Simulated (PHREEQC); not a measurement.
0.26 g of hydrous ferric oxide (600 m²/g; 0.2 weak and 0.005 strong sites per Fe, Dzombak-Morel constants, diffuse double layer) in 1 kg of water with 0.05 mol/kgw of an inert sodium salt and 1.6e-06 mol PbCl2, at 25 °C; the pH is set by adding NaOH or the inert anion's acid. Oxygen alone is held at its pressure in air (log pO2 = -0.68). No CO2 enters from the air. Precipitation was switched off in this run.

The series has 13 steps of pH, from 3 to 9.

All values are PHREEQC results (ion-association model, wateq4f.dat), not measurements.

Question: Near which pH is half of the Pb sorbed, and on which side is more sorbed?

Answer: Near pH 4.0, with more sorbed at higher pH.

Complexes and solids missing from the database can't appear. The oxide is taken as insoluble; below pH 4 it would dissolve.
